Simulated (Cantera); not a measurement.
## Boron, boron nitride and boron oxide: B2H6 + NH3

Input: 1 mol B2H6, a varied amount of NH3, at 1098.15 K and 1330 Pa.

Equilibrium computed with Cantera from the NASA thermochemical tables; the gas is ideal and each condensed phase is pure. Candidate condensed phases: B, BN; 15 gas species. The feed counts by its element totals alone. Mutual solubility and eutectic melting of coexisting phases are not modelled. Kinetics and transport are ignored.

At 0.65 mol NH3 the condensed part is B(s) + BN(s). From 2.1 mol NH3 to 14 mol NH3 the condensed part is BN(s).

```csv
n(NH3) (mol),log p H2,log p N2,log p NH3,log p H,n B(s),n BN(s)
0.65,-1.88,<-13,-13.63,-8.54,1.35,0.650
2.1,-1.88,-3.97,-8.30,-8.54,0,2.00
3.6,-1.91,-2.94,-7.83,-8.56,0,2.00
5.1,-1.93,-2.77,-7.78,-8.57,0,2.00
6.6,-1.95,-2.70,-7.76,-8.58,0,2.00
8.1,-1.95,-2.65,-7.75,-8.58,0,2.00
9.6,-1.96,-2.62,-7.75,-8.59,0,2.00
11,-1.97,-2.60,-7.74,-8.59,0,2.00
13,-1.97,-2.58,-7.74,-8.59,0,2.00
14,-1.97,-2.57,-7.74,-8.59,0,2.00
```
log p: log10 of the partial pressure in bar; n: condensed amount in mol.
